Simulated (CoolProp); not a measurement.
Saturated liquid density (kg/m³) of n-undecane: the reference equation beside estimates from Tc = 638.8 K, pc = 1.990 MPa, ω = 0.539. Rackett uses Z = 0.29056 − 0.08775 ω.

Model: reference Helmholtz-energy equation of state, Aleksandrov 2011, in CoolProp. It is a short technical equation, of lower accuracy than the large ones.

```tsv
T (K)	reference	Rackett	van der Waals	Redlich-Kwong	Soave-Redlich-Kwong	Peng-Robinson
487.2	582.3	614.8	314.9	450.0	493.1	558.5
496.5	573.2	604.5	310.0	441.1	484.4	548.8
505.7	564.0	594.1	304.9	432.0	475.3	538.7
514.9	554.4	583.3	299.7	___	465.7	528.0
524.2	544.4	572.1	294.2	412.7	455.4	516.6
533.4	534.0	___	288.5	402.4	444.7	504.4
542.6	523.2	548.4	282.5	391.7	433.2	491.5
551.9	511.7	535.6	276.2	380.3	420.9	477.5
561.1	499.6	522.3	269.6	368.5	407.8	462.6
570.3	486.7	508.2	262.6	355.9	393.7	446.4
579.5	472.9	493.1	255.1	___	378.5	428.8
588.8	457.6	476.6	246.8	327.9	361.6	409.2
598	440.8	458.6	237.9	312.1	343.1	387.6
607.2	421.6	438.2	227.9	294.7	322.3	363.2
```

**Question.** What belongs in the gaps?

**Answer.** 
- 514.9, Redlich-Kwong: 422.6
- 533.4, Rackett: 560.5
- 579.5, Redlich-Kwong: 342.5

Absolute difference from the reference over all 14 rows, mean and median: Rackett 4.7 and 4.7 %, van der Waals 46.0 and 46.0 %, Redlich-Kwong 25.8 and 25.4 %, Soave-Redlich-Kwong 18.2 and 17.5 %, Peng-Robinson 7.3 and 6.4 %.
